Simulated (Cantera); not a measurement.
An adiabatic, constant-volume homogeneous reactor starts with CH4 : CO : O2 : N2 : H2O : CO2 = 1 : 0.15 : 2.73 : 10.3 : 1.3 : 0.13 (molar parts), at 1573 K and 19.0 bar.

Computed with Cantera and GRI-Mech 3.0 (53 species, 325 reactions). The pressure lies above the range GRI-Mech 3.0 was tuned for (to about 10 atm).

### Question
Predict: time of steepest temperature rise; temperature at 4.00 s; equilibrium temperature; x(CO) at 4.00 s; x(O2) at 4.00 s; x(N2O) at 4.00 s; x(NO2) at 4.00 s.

### Answer
```json
{
 "time_of_steepest_temperature_rise": "55.1 µs",
 "temperature at 4.00 s": "2900 K",
 "equilibrium_temperature": "2900 K",
 "x(CO) at 4.00 s": "0.0134 (gas-phase equilibrium 0.0134)",
 "x(O2) at 4.00 s": "0.0378 (gas-phase equilibrium 0.0378)",
 "x(N2O) at 4.00 s": "4.91e-6 (gas-phase equilibrium 4.91e-6)",
 "x(NO2) at 4.00 s": "2.54e-5 (gas-phase equilibrium 2.54e-5)"
}
```
